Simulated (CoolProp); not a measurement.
Hydrogen chloride at several states: fugacity coefficient from the reference equation and from simpler models built on Tc = 324.7 K, pc = 8.314 MPa, ω = 0.130; each cubic takes its own stable root.

The numbers come from the reference Helmholtz-energy equation of state, Thol 2018 in CoolProp.

| T (K) | p (MPa) | phase | reference |
|---|---|---|---|
| 315.7 | 0.523 | gas | 0.9745 |
| 379 | 0.184 | gas | 0.9949 |
| 377.8 | 18.8 | supercritical | 0.5713 |
| 368 | 25.2 | supercritical | 0.4512 |
| 231.3 | 0.184 | gas | 0.9750 |
| 510.5 | 18.8 | supercritical | 0.8392 |

Q: How far does each simpler model (van der Waals, Redlich-Kwong, Soave-Redlich-Kwong, Peng-Robinson) lie from the reference over these 6 states: mean and median of the absolute difference, and the worst?

A: 
- van der Waals: mean 2.0 %, median 1.0 %, worst +6.4 % at 368 K and 25.2 MPa
- Redlich-Kwong: mean 1.5 %, median 0.5 %, worst +5.4 % at 368 K and 25.2 MPa
- Soave-Redlich-Kwong: mean 3.6 %, median 2.9 %, worst +9.6 % at 368 K and 25.2 MPa
- Peng-Robinson: mean 0.6 %, median 0.3 %, worst +2.3 % at 368 K and 25.2 MPa
